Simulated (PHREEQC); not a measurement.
PHREEQC input (Pitzer model, pitzer.dat):

```
SOLUTION 1
  temp 75
  units mol/kgw
  pH 7 charge
  Cl 0.105
  Na 0.085
  K 0.02
END
USE solution 1
INCREMENTAL_REACTIONS false
REACTION 1
  H2O -1
  0 9.886 18.011 24.689 30.178 34.689 38.397 41.444
  43.949 46.007 47.699 49.089 50.232 51.172 51.944 52.578
  53.1 53.528 53.88 54.17 54.408 54.603 54.764 54.896
  55.005 55.094 55.168 55.228 moles
EQUILIBRIUM_PHASES 1
  Halite 0 0
  Sylvite 0 0
SELECTED_OUTPUT 1
  -reset false
  -pH true
  -pe true
  -ionic_strength true
  -water true
  -activities H2O
  -totals Cl K Na
  -molalities H+ Na+ K+ Cl- OH-
  -equilibrium_phases Halite Sylvite
PRINT
  -reset false
END
```

Selected output (columns that matter, 20 of 28 rows; water left (kg) added in front):

```
water left (kg)	pH	mu	Cl	K	Na	m_H+	m_Na+	m_K+	m_Cl-	m_OH-	la_H2O	Halite	Sylvite
1	6.3344	0.105	0.105	0.02	0.085	5.956e-07	0.085	0.02	0.105	5.956e-07	-0.00152	0	0
0.821894	6.3325	0.12775	0.12775	0.024334	0.10342	6.0525e-07	0.10342	0.024334	0.12775	6.0525e-07	-0.0018435	0	0
0.555203	6.3275	0.18912	0.18912	0.036023	0.1531	6.2448e-07	0.1531	0.036023	0.18912	6.2448e-07	-0.0027146	0	0
0.456313	6.3242	0.23011	0.23011	0.04383	0.18628	6.337e-07	0.18628	0.04383	0.23011	6.337e-07	-0.0032966	0	0
0.30824	6.3155	0.34064	0.34064	0.064885	0.27576	6.5009e-07	0.27576	0.064885	0.34064	6.5009e-07	-0.0048714	0	0
0.253345	6.3099	0.41446	0.41445	0.078944	0.33551	6.5657e-07	0.33551	0.078944	0.41445	6.5657e-07	-0.0059292	0	0
0.171138	6.2949	0.61354	0.61354	0.11686	0.49668	6.6391e-07	0.49668	0.11686	0.61354	6.6391e-07	-0.0088141	0	0
0.140655	6.2851	0.74651	0.74651	0.14219	0.60432	6.636e-07	0.60432	0.14219	0.74651	6.636e-07	-0.01077	0	0
0.115613	6.2732	0.90821	0.90821	0.17299	0.73521	6.5971e-07	0.73521	0.17299	0.90821	6.5971e-07	-0.013183	0	0
0.0780853	6.2413	1.3447	1.3447	0.25613	1.0886	6.3787e-07	1.0886	0.25613	1.3447	6.3787e-07	-0.019898	0	0
0.0641769	6.2201	1.6361	1.6361	0.31164	1.3245	6.1816e-07	1.3245	0.31164	1.6361	6.1816e-07	-0.024556	0	0
0.0433504	6.1621	2.4221	2.4221	0.46136	1.9608	5.5729e-07	1.9608	0.46136	2.4221	5.5729e-07	-0.037855	0	0
0.0356396	6.1227	2.9462	2.9462	0.56117	2.385	5.1546e-07	2.385	0.56117	2.9462	5.1546e-07	-0.047327	0	0
0.0292979	6.0739	3.5839	3.5839	0.68264	2.9012	4.6638e-07	2.9012	0.68264	3.5839	4.6638e-07	-0.059501	0	0
0.0197855	5.9365	5.3069	5.3069	1.0108	4.2961	3.5233e-07	4.2961	1.0108	5.3069	3.5233e-07	-0.095739	0	0
0.0162724	5.8402	6.4527	6.4527	1.2291	5.2236	2.9282e-07	5.2236	1.2291	6.4527	2.9282e-07	-0.12223	0	0
0.0109937	5.7834	7.4406	7.4406	1.8192	5.6214	2.5248e-07	5.6214	1.8192	7.4406	2.5248e-07	-0.14433	0.023201	0
0.00902993	5.7904	7.6585	7.6585	2.2149	5.4436	2.4558e-07	5.4436	2.2149	7.6585	2.4558e-07	-0.14795	0.035845	0
0.00609332	5.8085	8.2681	8.2681	3.2823	4.9858	2.2757e-07	4.9858	3.2823	8.2681	2.2757e-07	-0.15822	0.05462	0
0.00501236	5.8175	8.5957	8.5957	3.8332	4.7624	2.1864e-07	4.7624	3.8332	8.5957	2.1864e-07	-0.1638	0.061129	0.00078638
```

Species that the database lacks are ignored. At this temperature some constants are extrapolated from 25 °C, and those without enthalpy data are left unchanged.
